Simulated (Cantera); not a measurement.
**Stirred combustor or abatement burner**

A perfectly stirred reactor is fed with CH4 : O2 : N2 = 1 : 2.74 : 10.3 (molar parts), equivalence ratio 0.73, at 2330 Torr; it is adiabatic with a 425 K inlet, and is followed from long to short residence time, starting on the burning branch (τ in s: 0.41, 0.18, 0.082, 0.037, 0.016, 0.0073, 0.0032, 0.0014, 0.00064, 0.00029, 0.00013, 5.7e-05, 2.5e-05).

Detailed kinetics in Cantera: GRI-Mech 3.0 (53 species, 325 reactions).

```
τ (s)    T (K)     x CH4    x O2   x CH2CO   x CH2O    x C2H6       x H
-------  -----  --------  ------  --------  -------  --------  --------
0.41      1985   9.63e-7  0.0523  2.09e-11  1.15e-7  1.76e-12   8.94e-6
0.18      1985   2.09e-6  0.0524  6.75e-11  2.53e-7  8.15e-12   1.01e-5
0.082     1984   4.24e-6  0.0525  2.22e-10  5.21e-7  3.23e-11   1.27e-5
0.037     1982   8.21e-6  0.0525  7.34e-10  1.03e-6  1.13e-10   1.82e-5
0.016     1978   1.55e-5  0.0526   2.38e-9  2.02e-6  3.55e-10   3.13e-5
0.0073    1971   2.68e-5  0.0528   6.52e-9  3.63e-6  8.92e-10   5.78e-5
0.0032    1960   4.68e-5  0.0531   1.72e-8  6.53e-6   2.13e-9  0.000116
0.0014    1943   8.17e-5  0.0538   4.28e-8  1.16e-5   4.90e-9  0.000236
0.00064   1917  0.000141  0.0548   9.81e-8  2.00e-5   1.11e-8  0.000451
0.00029   1878  0.000258  0.0567   2.32e-7  3.53e-5   2.87e-8  0.000816
0.00013   1819  0.000531  0.0602   6.41e-7  6.70e-5   1.02e-7   0.00133
5.7e-5     425    0.0712   0.195    <1e-12   <1e-12    <1e-12    <1e-12
2.5e-5     425    0.0712   0.195    <1e-12   <1e-12    <1e-12    <1e-12
```
x: mole fraction; the columns are a selection and need not sum to one.
